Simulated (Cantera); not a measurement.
SiHCl₃ + HCl + H₂ (silicon epitaxy and polysilicon growth)

A closed system holds: 1 mol SiHCl₃, 0.92 mol HCl, 58 mol H₂, equilibrated at 22000 Pa.

Method: chemical equilibrium by Gibbs-energy minimisation in Cantera with the NASA 1993 tables (ideal gas, pure condensed phases). Candidate condensed phases: Si; 19 gas species. The tables' values for SiCl₃, SiCl are old estimates; treat these amounts as uncertain. Gases not in the tables: Si₂H₆ and higher silanes. Equilibrium is a limit: real reactors are often held back by kinetics, nucleation or transport.

```json
[
 {"T (K)": "825", "log p H₂": "-0.67", "log p HCl": "-3.13", "log p SiCl₄": "-2.57", "log p SiCl₂": "-6.74", "log p SiHCl₃": "-3.01", "n Si(s)": "0", "n Si(l)": "0"},
 {"T (K)": "900", "log p H₂": "-0.67", "log p HCl": "-2.95", "log p SiCl₄": "-2.63", "log p SiCl₂": "-5.58", "log p SiHCl₃": "-2.90", "n Si(s)": "0", "n Si(l)": "0"},
 {"T (K)": "975", "log p H₂": "-0.67", "log p HCl": "-2.77", "log p SiCl₄": "-2.70", "log p SiCl₂": "-4.67", "log p SiHCl₃": "-2.84", "n Si(s)": "0.0161", "n Si(l)": "0"},
 {"T (K)": "1050", "log p H₂": "-0.67", "log p HCl": "-2.52", "log p SiCl₄": "-2.76", "log p SiCl₂": "-4.09", "log p SiHCl₃": "-2.90", "n Si(s)": "0.109", "n Si(l)": "0"},
 {"T (K)": "1125", "log p H₂": "-0.67", "log p HCl": "-2.32", "log p SiCl₄": "-2.88", "log p SiCl₂": "-3.63", "log p SiHCl₃": "-3.00", "n Si(s)": "0.226", "n Si(l)": "0"},
 {"T (K)": "1200", "log p H₂": "-0.68", "log p HCl": "-2.16", "log p SiCl₄": "-3.07", "log p SiCl₂": "-3.28", "log p SiHCl₃": "-3.15", "n Si(s)": "0.345", "n Si(l)": "0"},
 {"T (K)": "1275", "log p H₂": "-0.68", "log p HCl": "-2.06", "log p SiCl₄": "-3.38", "log p SiCl₂": "-3.03", "log p SiHCl₃": "-3.39", "n Si(s)": "0.436", "n Si(l)": "0"},
 {"T (K)": "1350", "log p H₂": "-0.68", "log p HCl": "-2.01", "log p SiCl₄": "-3.81", "log p SiCl₂": "-2.89", "log p SiHCl₃": "-3.72", "n Si(s)": "0.484", "n Si(l)": "0"},
 {"T (K)": "1425", "log p H₂": "-0.68", "log p HCl": "-1.99", "log p SiCl₄": "-4.29", "log p SiCl₂": "-2.82", "log p SiHCl₃": "-4.09", "n Si(s)": "0.499", "n Si(l)": "0"},
 {"T (K)": "1500", "log p H₂": "-0.68", "log p HCl": "-1.98", "log p SiCl₄": "-4.77", "log p SiCl₂": "-2.78", "log p SiHCl₃": "-4.45", "n Si(s)": "0.497", "n Si(l)": "0"},
 {"T (K)": "1575", "log p H₂": "-0.68", "log p HCl": "-1.98", "log p SiCl₄": "-5.23", "log p SiCl₂": "-2.76", "log p SiHCl₃": "-4.80", "n Si(s)": "0.488", "n Si(l)": "0"},
 {"T (K)": "1650", "log p H₂": "-0.68", "log p HCl": "-1.99", "log p SiCl₄": "-5.65", "log p SiCl₂": "-2.74", "log p SiHCl₃": "-5.12", "n Si(s)": "0.477", "n Si(l)": "0"},
 {"T (K)": "1725", "log p H₂": "-0.68", "log p HCl": "-1.98", "log p SiCl₄": "-6.05", "log p SiCl₂": "-2.74", "log p SiHCl₃": "-5.43", "n Si(s)": "0", "n Si(l)": "0.487"}
]
```
log p: log10 of the partial pressure in bar; n: condensed amount in mol.

From 825 K to 900 K nothing is condensed. From 975 K to 1650 K the condensed part is Si(s). At 1725 K the condensed part is Si(l). The main Si-bearing gas is SiCl₄ at 825 K and SiCl₂ at 1725 K.
